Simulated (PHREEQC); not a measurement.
**Silver or lead bath: speciation**

Consider water at 25 °C with 0.21 mol/kgw AgNO3, 0.062 mol/kgw HNO3 and 7.5e-05 mol/kgw Cu(NO3)2. Closed to the air; pH follows from the charge balance.

The numbers come from PHREEQC with the ion-association model, wateq4f.dat.

Each row changes one thing in this solution. No solid was allowed to form.

```json
[
 {"case": "as made", "pH": "1.31", "ionic strength (mol/kgw)": "0.260", "SI of Tenorite (CuO)": "-9.65", "SI of Cu(OH)2 (Cu(OH)2)": "-10.67"},
 {"case": "diluted 5-fold with water", "pH": "1.98", "ionic strength (mol/kgw)": "(withheld)", "SI of Tenorite (CuO)": "-8.82", "SI of Cu(OH)2 (Cu(OH)2)": "-9.84"},
 {"case": "AgNO3 replaced by Cd(NO3)2 at the same molality", "pH": "1.33", "ionic strength (mol/kgw)": "0.604", "SI of Tenorite (CuO)": "-9.72", "SI of Cu(OH)2 (Cu(OH)2)": "-10.75"},
 {"case": "diluted 10-fold with water", "pH": "(withheld)", "ionic strength (mol/kgw)": "0.0270", "SI of Tenorite (CuO)": "-8.47", "SI of Cu(OH)2 (Cu(OH)2)": "-9.49"},
 {"case": "AgNO3 from 0.21 to 0.042 mol/kgw", "pH": "(withheld)", "ionic strength (mol/kgw)": "(withheld)", "SI of Tenorite (CuO)": "-9.56", "SI of Cu(OH)2 (Cu(OH)2)": "-10.59"}
]
```

Problem. Some entries are withheld; supply them.

Solution. 
- diluted 5-fold with water, ionic strength (mol/kgw): 0.0537
- diluted 10-fold with water, pH: 2.26
- AgNO3 from 0.21 to 0.042 mol/kgw, pH: 1.29
- AgNO3 from 0.21 to 0.042 mol/kgw, ionic strength (mol/kgw): 0.103

Species that the database lacks are ignored.
